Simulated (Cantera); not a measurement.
Input: 1 mol PbO, 0.21 mol N2, equilibrated at 79.0 Pa.

Method: chemical equilibrium by Gibbs-energy minimisation in Cantera with the NASA 1993 tables (ideal gas, pure condensed phases). Candidate condensed phases: Pb, PbO, PbO2, Pb3O4; 12 gas species. Kinetics and transport are ignored.

x: gas mole fraction; n: condensed amount in mol.

```
T (K)  x N2   x PbO      x Pb      x O2      x NO  n PbO(red)  n PbO(yellow)
-----  ----  ------  --------  --------  --------  ----------  -------------
523    1.00  <1e-12    <1e-12    <1e-12    <1e-12        1.00              0
573    1.00  <1e-12    <1e-12  2.05e-11    <1e-12        1.00              0
623    1.00  <1e-12    <1e-12  2.81e-11    <1e-12        1.00              0
673    1.00       ?  1.01e-11  4.67e-12    <1e-12        1.00              0
723    1.00       ?  2.88e-10  1.37e-10  1.34e-11        1.00              0
773    1.00       ?   5.30e-9   2.57e-9  1.55e-10           0           1.00
823    1.00       ?   6.82e-8   3.36e-8   1.32e-9           0           1.00
```

Question: Fill in the missing entries.

Answer: 
- 673, x PbO: 2.98e-11
- 723, x PbO: 9.81e-10
- 773, x PbO: 2.03e-8
- 823, x PbO: 2.88e-7
